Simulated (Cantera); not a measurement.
Charge: 1 mol H₂O, 0.17 mol SO₂, 6.8 mol O₂, held at 1000 °C and 55.0 Pa.

Cantera equilibrium calculation (NASA polynomials, part measured and part estimated; ideal gas, pure solids and liquids). Candidate condensed phases: H₂O, H₂SO₄, S; 19 gas species. Rates play no part.

Base state: O₂ 0.853, H₂O 0.125, SO₂ 0.0213, OH 7.93e-5, SO₃ 6.79e-5 (mole fractions); condensed: gas only.

What changes in the equilibrium state with this change: temperature from 1000 °C to 527 °C?


```csv
species,before,after
O₂,0.853,0.853
H₂O,0.125,0.126
SO₂,0.0213,0.0123
SO₃,6.79e-5,0.00916
OH,7.93e-5,9.08e-9
```
